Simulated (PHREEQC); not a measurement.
**Alkaline etch or developer**

Solution (75 °C and 500 atm): 0.028 mol LiOH and 0.014 mol (CH3)4NCl per kg of water. It is in equilibrium with CO2 at log p = -1 (atm). Otherwise closed; pH follows from the charge balance.

All values are PHREEQC results (ion-association model, phreeqc.dat), not measurements.

No solid was allowed to form.

Estimate the pH, ionic strength.

pH 7.62; ionic strength 0.0423 mol/kgw.

In which forms is C present?

HCO3- 97 %, CO2 2.5 %, CO3-2 0.9 % of the C.

Under pressure, the constants of complexes without a molar volume in the database are unreliable. (CH3)4N+ isn't in the database: it is added as a free cation with an ion size of 4 Å. Constants without temperature data keep their 25 °C values here.
